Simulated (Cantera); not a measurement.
An adiabatic, constant-volume homogeneous reactor starts with H2 : O2 : N2 = 1 : 0.25 : 0.94 (molar parts), equivalence ratio 2.0, at 1525 K and 3.90 bar. Integrator tolerance rtol = 1e-08.

Detailed kinetics in Cantera: GRI-Mech 3.0 (53 species, 325 reactions). The hydrogen kinetics of GRI-Mech 3.0 are dated; newer H2 mechanisms differ, most at raised pressure. Above 3000 K some thermodynamic fits are extrapolated.

Problem. What does this change do: initial temperature 1525 to 1425 K?

Solution. 
| quantity | before | after |
|---|---|---|
| time of steepest temperature rise | 3.38 µs | 4.85 µs |
| temperature at 0.200 s | 3077 K | 3043 K |
| equilibrium temperature | 3077 K | 3043 K |
| x(H2) at 0.200 s | 0.242 (gas-phase equilibrium 0.242) | 0.244 (gas-phase equilibrium 0.244) |
| x(O2) at 0.200 s | 0.000438 (gas-phase equilibrium 0.000438) | 0.000340 (gas-phase equilibrium 0.000340) |
| x(OH) at 0.200 s | 0.0125 (gas-phase equilibrium 0.0125) | 0.0109 (gas-phase equilibrium 0.0109) |
| x(O) at 0.200 s | 0.00115 (gas-phase equilibrium 0.00115) | 0.000882 (gas-phase equilibrium 0.000882) |
| x(HO2) at 0.200 s | 1.19e-6 (gas-phase equilibrium 1.19e-6) | 9.42e-7 (gas-phase equilibrium 9.42e-7) |
| x(H) at 0.200 s | 0.0368 (gas-phase equilibrium 0.0368) | 0.0325 (gas-phase equilibrium 0.0325) |

Problem. What does this change do: initial temperature 1525 to 1250 K?

Solution. 
```csv
quantity,before,after
time of steepest temperature rise,3.38 µs,12.1 µs
temperature at 0.200 s,3077 K,2979 K
equilibrium temperature,3077 K,2979 K
x(H2) at 0.200 s,0.242 (gas-phase equilibrium 0.242),0.246 (gas-phase equilibrium 0.246)
x(O2) at 0.200 s,0.000438 (gas-phase equilibrium 0.000438),0.000204 (gas-phase equilibrium 0.000204)
x(OH) at 0.200 s,0.0125 (gas-phase equilibrium 0.0125),0.00820 (gas-phase equilibrium 0.00820)
x(O) at 0.200 s,0.00115 (gas-phase equilibrium 0.00115),0.000521 (gas-phase equilibrium 0.000521)
x(HO2) at 0.200 s,1.19e-6 (gas-phase equilibrium 1.19e-6),5.93e-7 (gas-phase equilibrium 5.93e-7)
x(H) at 0.200 s,0.0368 (gas-phase equilibrium 0.0368),0.0255 (gas-phase equilibrium 0.0255)
```
